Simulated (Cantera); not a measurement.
A Cantera script and its output.

```python
import numpy as np
import cantera as ct

gas = ct.Solution("gri30.yaml")
gas.TPX = 1125, 180000, {'CO': 1, 'H2': 1, 'O2': 0.909, 'N2': 3.42}
reactor = ct.IdealGasReactor(gas, energy="on", clone=False)
net = ct.ReactorNet([reactor])
net.rtol, net.atol = 1e-08, 1e-16
show = ['CO', 'H2', 'O2', 'CO2', 'N2O']
times = np.geomspace(5e-06, 1, 13)

steps = ct.SolutionArray(gas, extra=["t"])
rows = []
print(f"{'t/s':>10s}{'T/K':>9s}{'P/Pa':>11s}" + "".join(f"{s:>11s}" for s in show))
for t in times:
    while net.time < t:
        t_next = net.step()
        steps.append(gas.state, t=t_next)
    rows.append([np.interp(t, steps.t, y) for y in (steps.T, steps.P, *steps(*show).X.T)])
    print(f"{t:10.3e}{rows[-1][0]:9.1f}{rows[-1][1]:11.4g}" + "".join(f"{x:11.3e}" for x in rows[-1][2:]))
rate = np.gradient(steps.T, steps.t)
print("integrator steps:", len(steps.t))
if steps.T.max() > steps.T[0] + 200:
    print(f"time of steepest temperature rise: {steps.t[rate.argmax()]:.4e} s")
gas.TPX = 1125, 180000, {'CO': 1, 'H2': 1, 'O2': 0.909, 'N2': 3.42}
gas.equilibrate("UV")
print(f"equilibrium (UV): T = {gas.T:.1f} K  " + "  ".join(f"{s} {gas[s].X[0]:.3e}" for s in show))
```

It prints:

```
       t/s      T/K       P/Pa         CO         H2         O2        CO2        N2O
 5.000e-06   1125.0    1.8e+05  1.580e-01  1.580e-01  1.436e-01  4.565e-09  3.350e-15
 1.383e-05   1125.0    1.8e+05  1.580e-01  1.580e-01  1.436e-01  4.935e-08  6.846e-14
 3.824e-05   1126.3  1.802e+05  1.580e-01  1.577e-01  1.434e-01  3.375e-05  4.890e-11
 1.057e-04   2929.5  4.213e+05  7.951e-02  1.640e-02  2.412e-02  9.629e-02  1.021e-06
 2.924e-04   2924.0  4.202e+05  7.969e-02  1.656e-02  2.192e-02  9.623e-02  1.078e-06
 8.086e-04   2916.7  4.191e+05  8.001e-02  1.674e-02  2.046e-02  9.595e-02  1.162e-06
 2.236e-03   2916.1   4.19e+05  8.004e-02  1.675e-02  2.033e-02  9.592e-02  1.171e-06
 6.184e-03   2916.1   4.19e+05  8.004e-02  1.675e-02  2.033e-02  9.592e-02  1.171e-06
 1.710e-02   2916.1   4.19e+05  8.004e-02  1.675e-02  2.033e-02  9.592e-02  1.171e-06
 4.729e-02   2916.1   4.19e+05  8.004e-02  1.675e-02  2.033e-02  9.592e-02  1.171e-06
 1.308e-01   2916.1   4.19e+05  8.004e-02  1.675e-02  2.033e-02  9.592e-02  1.171e-06
 3.616e-01   2916.1   4.19e+05  8.004e-02  1.675e-02  2.033e-02  9.592e-02  1.171e-06
 1.000e+00   2916.1   4.19e+05  8.004e-02  1.675e-02  2.033e-02  9.592e-02  1.171e-06
integrator steps: 1364
time of steepest temperature rise: 5.4405e-05 s
equilibrium (UV): T = 2916.1 K  CO 8.004e-02  H2 1.675e-02  O2 2.033e-02  CO2 9.592e-02  N2O 1.171e-06
```

Model: GRI-Mech 3.0 (53 species, 325 reactions), integrated in Cantera.
